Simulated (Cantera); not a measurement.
Thermodynamics of silicon oxide and oxynitride deposition, feed SiCl4 + H2O + N2 + O3

A closed system holds: 1 mol SiCl4, 1.4 mol H2O, 11 mol N2, 1.7 mol O3, at 1.00 bar.

Cantera equilibrium calculation (NASA polynomials, part measured and part estimated; ideal gas, pure solids and liquids). Candidate condensed phases: H2O, NH4Cl, Si, SiO2, Si2N2O, Si3N4; 47 gas species. The tables hold silica as quartz up to 1696 K and as liquid above; real silica turns to tridymite and cristobalite and melts near 1996 K. Kinetics and transport are ignored.

| T (K) | log p N2 | log p HCl | log p O2 | log p Cl2 | log p H2O | log p Cl | log p NO | log p ClO | n SiO2(α-quartz) | n SiO2(β-quartz) |
|---|---|---|---|---|---|---|---|---|---|---|
| 625 | -0.16 | -1.50 | -0.98 | -0.96 | -1.15 | -7.76 | -7.55 | -8.77 | 1.00 | 0 |
| 675 | -0.17 | -1.35 | -0.97 | -0.99 | -1.19 | -7.02 | -6.98 | -8.15 | 1.00 | 0 |
| 725 | -0.17 | -1.24 | -0.96 | -1.02 | -1.24 | -6.37 | -6.49 | -7.62 | 1.00 | 0 |
| 775 | -0.17 | -1.15 | -0.95 | -1.06 | -1.29 | -5.82 | -6.06 | -7.16 | 1.00 | 0 |
| 825 | -0.17 | -1.08 | -0.94 | -1.09 | -1.35 | -5.33 | -5.68 | -6.76 | 1.00 | 0 |
| 875 | -0.17 | -1.02 | -0.93 | -1.12 | -1.42 | -4.90 | -5.35 | -6.40 | 0 | 1.00 |
| 925 | -0.17 | -0.98 | -0.92 | -1.16 | -1.48 | -4.52 | -5.05 | -6.09 | 0 | 1.00 |
| 975 | -0.17 | -0.94 | -0.91 | -1.19 | -1.55 | -4.17 | -4.78 | -5.80 | 0 | 1.00 |
| 1025 | -0.17 | -0.92 | -0.90 | -1.22 | -1.61 | -3.86 | -4.54 | -5.55 | 0 | 1.00 |
| 1075 | -0.18 | -0.89 | -0.90 | -1.24 | -1.68 | -3.58 | -4.32 | -5.32 | 0 | 1.00 |
| 1125 | -0.18 | -0.87 | -0.90 | -1.27 | -1.74 | -3.32 | -4.12 | -5.11 | 0 | 1.00 |
| 1175 | -0.18 | -0.86 | -0.89 | -1.29 | -1.81 | -3.09 | -3.94 | -4.92 | 0 | 1.00 |
log p: log10 of the partial pressure in bar; n: condensed amount in mol.

From 625 K to 825 K the condensed part is SiO2(α-quartz). From 875 K to 1175 K the condensed part is SiO2(β-quartz).
